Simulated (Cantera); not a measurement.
What does this Cantera script print?

```python
import numpy as np
import cantera as ct

gas_names = [...]  # 114 gases of nasa_gas.yaml made of C, Fe, H, O
cond_names = """
    C(gr) C6H6(L) C7H8(L) C8H18(L),n-octa Fe(a) Fe(c) Fe(d) Fe(L) FeC5O5(L) FeO(s) FeO(L) Fe(OH)2(s)
    Fe(OH)3(s) Fe2O3(s) Fe3O4(s) H2O(s) H2O(L)
""".split()


# ... load() reads the species with a 1 bar reference pressure and builds the phases ...
atoms = {
    'Fe(CO)5': {'Fe': 1, 'C': 5, 'O': 5},
    'CO': {'C': 1, 'O': 1},
    'H2': {'H': 2},
}
top_T = {'C(gr)': 4500, 'Fe2O3(s)': 1830, 'Fe3O4(s)': 1870}  # K; cautious upper limits of use, not melting points


# ... equilibrate(T, P, feed) seeds the gas with the atoms and calls Mixture.equilibrate('TP', solver="vcs", rtol=1e-11, max_steps=5000) ...
results = []
feed = {'Fe(CO)5': 1, 'CO': 8.6, 'H2': 0.17}  # mol
P = 133.322  # Pa
for T in [1175, 1200, 1225, 1250, 1275, 1300, 1325, 1350]:
    mix = equilibrate(T, P, feed)
    results.append((T, P, feed, dict(zip(mix.species_names, mix.species_moles))))
    x = sorted(zip(gas.X, gas.species_names), reverse=True)
    print(f"T = {T:g} K  P = {P:g} Pa  gas = {mix.phase_moles(0):.4g} mol")
    print("   x: " + "  ".join(f"{s} {v:.3e}" for v, s in x if v > 1e-05))
    print("   condensed (mol): " + ("  ".join(f"{mix.phase(i).name} {mix.phase_moles(i):.4g}"
          for i in range(1, mix.n_phases) if mix.phase_moles(i) > 1e-12) or "none"))
```

It prints:

```
T = 1175 K  P = 133.322 Pa  gas = 13.77 mol
   x: CO 9.876e-01  H2 1.235e-02  CO2 3.522e-05
   condensed (mol): C(gr) 0.0004927  Fe(a) 1
T = 1200 K  P = 133.322 Pa  gas = 13.77 mol
   x: CO 9.876e-01  H2 1.235e-02  CO2 2.458e-05
   condensed (mol): C(gr) 0.0003442  Fe(c) 1
T = 1225 K  P = 133.322 Pa  gas = 13.77 mol
   x: CO 9.876e-01  H2 1.235e-02  CO2 1.741e-05
   condensed (mol): C(gr) 0.0002441  Fe(c) 1
T = 1250 K  P = 133.322 Pa  gas = 13.77 mol
   x: CO 9.876e-01  H2 1.234e-02  CO2 1.252e-05
   condensed (mol): C(gr) 0.0001756  Fe(c) 1
T = 1275 K  P = 133.322 Pa  gas = 13.77 mol
   x: CO 9.876e-01  H2 1.234e-02
   condensed (mol): C(gr) 0.000128  Fe(c) 1
T = 1300 K  P = 133.322 Pa  gas = 13.77 mol
   x: CO 9.876e-01  H2 1.234e-02
   condensed (mol): C(gr) 9.444e-05  Fe(c) 1
T = 1325 K  P = 133.322 Pa  gas = 13.77 mol
   x: CO 9.876e-01  H2 1.234e-02
   condensed (mol): C(gr) 7.045e-05  Fe(c) 1
T = 1350 K  P = 133.322 Pa  gas = 13.77 mol
   x: CO 9.876e-01  H2 1.234e-02
   condensed (mol): C(gr) 5.306e-05  Fe(c) 1
```

Method: chemical equilibrium by Gibbs-energy minimisation in Cantera with the NASA 1993 tables (ideal gas, pure condensed phases).
